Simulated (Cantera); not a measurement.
Feed: 1 mol Si(CH3)4, 0.0086 mol C3H8, 920 mol H2, 0.55 mol CH4, held at 2250 K and 0.00720 bar.

Equilibrium computed with Cantera from the NASA thermochemical tables; the gas is ideal and each condensed phase is pure. Candidate condensed phases: C, C6H6, C7H8, C8H18, Si, SiC; 87 gas species. Rates play no part.

Base state: H2 0.913, H 0.0836, C2H2 (acetylene) 0.00226, Si 0.000911, SiC2 7.81e-5, SiH 2.97e-5 (mole fractions); condensed: gas only.

Problem. What changes in the equilibrium state with this change: temperature from 2250 K to 1198 K?

Solution. 
| species | before | after |
|---|---|---|
| H2 | 0.913 | 1.000 |
| CH4 | 1.22e-6 | 0.000115 |
| H | 0.0836 | 2.24e-6 |
| C2H2 (acetylene) | 0.00226 | 9.89e-8 |
| Si | 0.000911 | <1e-9 |
| SiC2 | 7.81e-5 | <1e-9 |
| SiH | 2.97e-5 | <1e-9 |
| C(graphite), mol | 0 | 3.47 |
| SiC(s), mol | 0 | 1.00 |
